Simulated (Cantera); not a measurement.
An adiabatic, constant-pressure homogeneous reactor starts with H2 : O2 : N2 = 1 : 0.602 : 3.67 (molar parts), equivalence ratio 0.83, at 1025 K and 3750 Torr. Integrator tolerance rtol = 1e-08.

Computed with Cantera and GRI-Mech 3.0 (53 species, 325 reactions). The hydrogen kinetics of GRI-Mech 3.0 are dated; newer H2 mechanisms differ, most at raised pressure.

**Question.** What does this change do: initial temperature 1025 to 1700 K?

**Answer.** 
| quantity | before | after |
|---|---|---|
| time of steepest temperature rise | 7.30 ms | 2.11 µs |
| temperature at 2.00 s | 2345 K | 2789 K |
| equilibrium temperature | 2345 K | 2789 K |
| x(H2) at 2.00 s | 0.00181 (gas-phase equilibrium 0.00181) | 0.0129 (gas-phase equilibrium 0.0129) |
| x(O2) at 2.00 s | 0.0184 (gas-phase equilibrium 0.0184) | 0.0178 (gas-phase equilibrium 0.0178) |
| x(NO) at 2.00 s | 0.00504 (gas-phase equilibrium 0.00504) | 0.0103 (gas-phase equilibrium 0.0103) |
| x(O) at 2.00 s | 0.000391 (gas-phase equilibrium 0.000391) | 0.00312 (gas-phase equilibrium 0.00312) |
| x(NO2) at 2.00 s | 3.52e-6 (gas-phase equilibrium 3.52e-6) | 4.57e-6 (gas-phase equilibrium 4.57e-6) |
| x(H2O2) at 2.00 s | 3.07e-7 (gas-phase equilibrium 3.07e-7) | 6.74e-7 (gas-phase equilibrium 6.74e-7) |
